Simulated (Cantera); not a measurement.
Mixture: 9.01 % CH₄, 18.6 % O₂, 72.4 % N₂, equivalence ratio 0.97, at 7.90 bar, adiabatic and at constant pressure. Ignition delay is the time to a rise of 400 K.

Cantera simulation using GRI-Mech 3.0 (53 species, 325 reactions); the numbers are that mechanism's predictions, not measurements.

Question: Predict: delay at 1000 K; delay at 1100 K; delay at 1200 K; delay at 1300 K; delay at 1400 K; apparent activation energy between 1300 and 1400 K.

Answer: 
```json
{
  "delay at 1000 K": "0.110 s",
  "delay at 1100 K": "23.4 ms",
  "delay at 1200 K": "6.25 ms",
  "delay at 1300 K": "1.90 ms",
  "delay at 1400 K": "0.639 ms",
  "apparent activation energy between 1300 and 1400 K": "160 kJ/mol"
}
```
